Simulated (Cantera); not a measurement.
A closed system holds: 1 mol SiCl4, 190 mol N2, at 1450 °C and 0.133 bar.

These are equilibrium values from Cantera (NASA tables, ideal gas, pure condensed phases), not measurements of a reactor. Candidate condensed phases: Si, Si3N4; 13 gas species. The tables' values for SiCl3 are old estimates; treat these amounts as uncertain. Rates play no part.

Base state: N2 0.992, SiCl4 0.00344, Cl 0.00243, SiCl3 0.00111, SiCl2 0.000674, Cl2 1.68e-5 (mole fractions); condensed: gas only.

### Question
What changes in the equilibrium state with this change: temperature from 1450 °C to 850 °C?

### Answer
| species | before | after |
|---|---|---|
| N2 | 0.992 | 0.995 |
| SiCl4 | 0.00344 | 0.00523 |
| SiCl3 | 0.00111 | 1.40e-6 |
| Cl | 0.00243 | 1.29e-6 |
| SiCl2 | 0.000674 | 4.63e-9 |
| Cl2 | 1.68e-5 | 5.57e-8 |
